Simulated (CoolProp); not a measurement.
Vapour-liquid equilibrium of R1234ze(E) (1) + n-pentane (2) at 5.31 bar; x and y are mole fractions of (1).

Computed with CoolProp (multi-fluid Helmholtz-energy mixture model, Thol 2016 and Thol 2019; pair parameters Bell 2016).

```tsv
x	bubble temperature (°C)	y at the bubble point	dew temperature at overall composition x (°C)	liquid density (mol/L)
0.05	81.0	0.290	92.9	7.794
0.125	65.4	0.546	…	…
0.2	54.9	0.679	85.7	8.343
0.275	47.9	0.754	81.9	…
0.35	43.1	0.800	77.7	8.690
0.425	39.7	0.830	73.3	8.833
0.5	37.2	…	68.5	8.968
0.575	35.3	0.871	63.2	9.104
0.65	33.6	0.888	57.4	9.245
0.725	32.2	0.905	50.7	9.398
0.8	…	0.923	43.1	9.568
0.875	29.4	0.946	…	9.760
0.95	28.0	…	29.1	9.978
```

**Question.** Fill in the missing entries.

**Answer.** 
- 0.125, dew temperature at overall composition x (°C): 89.4
- 0.125, liquid density (mol/L): 8.106
- 0.275, liquid density (mol/L): 8.531
- 0.5, y at the bubble point: 0.853
- 0.8, bubble temperature (°C): 30.7
- 0.875, dew temperature at overall composition x (°C): 34.9
- 0.95, y at the bubble point: 0.975

No azeotrope shows between x = 0.05 and 0.95.

Pair parameters are fitted to limited data, so mixtures are less certain than the pure fluids.
